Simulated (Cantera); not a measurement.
A Cantera script and what it prints.

```python
import numpy as np
import cantera as ct

gas_names = """
    CL CL2 H HCL H2 Si SiCL SiCL2 SiCL3 SiCL4 SiH SiHCL3 SiH2 SiH2CL2 SiH3 SiH3CL SiH4 Si2 Si3
""".split()
cond_names = """
    Si(cr) Si(L)
""".split()


# ... load() reads the species with a 1 bar reference pressure and builds the phases ...
atoms = {
    'SiH4': {'Si': 1, 'H': 4},
    'Cl2': {'CL': 2},
    'H2': {'H': 2},
    'HCl': {'H': 1, 'CL': 1},
}
top_T = {}  # K; cautious upper limits of use, not melting points


# ... equilibrate(T, P, feed) seeds the gas with the atoms and calls Mixture.equilibrate('TP', solver="vcs", rtol=1e-11, max_steps=5000) ...
results = []
feed = {'SiH4': 1, 'Cl2': 0.0055, 'H2': 100, 'HCl': 1.2}  # mol
T = 1473  # K
P = 34000  # Pa
mix = equilibrate(T, P, feed)
results.append((T, P, feed, dict(zip(mix.species_names, mix.species_moles))))
print(gas.report(threshold=0.001))
for i in range(1, mix.n_phases):
    print(f"{mix.phase(i).name:16s} {mix.phase_moles(i):12.5e} mol")
```

Output:

```
       temperature   1473 K
          pressure   34000 Pa
           density   0.0067499 kg/m^3
  mean mol. weight   2.4314 kg/kmol
   phase of matter   gas

                          1 kg             1 kmol
                     ---------------   ---------------
          enthalpy        1.4153e+07        3.4412e+07  J
   internal energy         9.116e+06        2.2165e+07  J
           entropy             77533        1.8851e+05  J/K
    Gibbs function       -1.0005e+08       -2.4327e+08  J
 heat capacity c_p             13276             32279  J/K
 heat capacity c_v            9856.4             23965  J/K

                      mass frac. Y      mole frac. X     chem. pot. / RT
                     ---------------   ---------------   ---------------
               HCL           0.16383          0.010926           -38.481
                H2           0.81975           0.98865            -19.64
     [  +17 minor]           0.01642        0.00042199

Si(cr)            9.58695e-01 mol
```

Method: chemical equilibrium by Gibbs-energy minimisation in Cantera with the NASA 1993 tables (ideal gas, pure condensed phases).
